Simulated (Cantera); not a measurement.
**Boron, boron nitride and boron oxide: borazine + N2 + H2 + O2**

A closed system holds: 1 mol borazine, 26 mol N2, a varied amount of H2, 0.088 mol O2, held at 0.100 bar.

Method: chemical equilibrium by Gibbs-energy minimisation in Cantera with the NASA 1993 tables (ideal gas, pure condensed phases). Candidate condensed phases: B, BN, B2O3, B3O3H3, H2O; 39 gas species. The feed counts by its element totals alone. Mutual solubility and eutectic melting of coexisting phases are not modelled. The numbers say what is thermodynamically allowed, not how fast it happens.

Stable condensed phases:

```
T in °C \ n(H2) in mol
          22  26  31  37  45  54  65  78  93 110 130 160
   2002    A   A   A   A   A   A   A   A   A   A   A   A
   1852    A   A   A   A   A   A   A   A   A   A   A   A
   1702    A   A   A   A   A   A   A   A   A   A   A   A
   1552    A   A   A   A   A   A   A   A   A   A   A   A
   1402    A   A   A   A   A   A   A   A   A   A   A   A
   1252    A   A   A   A   A   A   A   A   A   A   A   A
   1102    B   A   A   A   A   A   A   A   A   A   A   A
    952    B   B   B   B   B   A   A   A   A   A   A   A
    802    B   B   B   B   B   B   A   A   A   A   A   A
    652    B   B   B   B   B   A   A   A   A   A   A   A
    502    B   B   B   B   B   A   A   A   A   A   A   A
```

A: BN; B: BN + B2O3.
